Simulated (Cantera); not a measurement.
Feed: 1 mol PbO, 0.31 mol CH₄, 7.1 mol H₂, equilibrated at 1598 K.

These are equilibrium values from Cantera (NASA tables, ideal gas, pure condensed phases), not measurements of a reactor. Candidate condensed phases: C, C₆H₆, C₇H₈, C₈H₁₈, H₂O, Pb, PbO, PbO₂, Pb₃O₄; 113 gas species. The numbers say what is thermodynamically allowed, not how fast it happens.

Task: At 5.63 Torr, list the 5 most abundant gas species with their mole fractions, and the condensed phases.

Result: H₂ 0.779, Pb 0.111, H₂O 0.0753, CO 0.0332, CO₂ 0.00107. Condensed: gas only.
